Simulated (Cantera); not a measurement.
# Moist CO burnout

A perfectly stirred reactor is fed with 2.32 % CO, 2.15 % O2, 9.47 % H2O, 86.1 % N2, equivalence ratio 0.54, at 4.24 atm; it is held at 1450 K, and followed from long to short residence time.

Detailed kinetics in Cantera: GRI-Mech 3.0 (53 species, 325 reactions).

```tsv
τ (s)	x CO	x O2	x H2O	x O	x CO2	x N2O
7.5	1.02e-5	0.0100	0.0958	2.98e-7	0.0235	8.93e-8
3.4	1.82e-5	0.0100	0.0958	4.51e-7	0.0235	1.33e-7
1.6	3.13e-5	0.0100	0.0957	6.87e-7	0.0235	1.97e-7
0.71	5.57e-5	0.0100	0.0957	1.10e-6	0.0235	3.02e-7
0.32	9.76e-5	0.0101	0.0957	1.79e-6	0.0234	4.45e-7
0.15	0.000166	0.0101	0.0957	2.86e-6	0.0233	6.12e-7
0.067	0.000289	0.0101	0.0957	4.79e-6	0.0232	7.81e-7
0.031	0.000489	0.0103	0.0956	7.91e-6	0.0230	8.81e-7
0.014	0.000834	0.0104	0.0955	1.34e-5	0.0227	8.92e-7
0.0063	0.00141	0.0107	0.0954	2.28e-5	0.0221	8.32e-7
0.0029	0.00231	0.0112	0.0952	3.81e-5	0.0212	7.41e-7
```
x: mole fraction; the columns are a selection and need not sum to one.
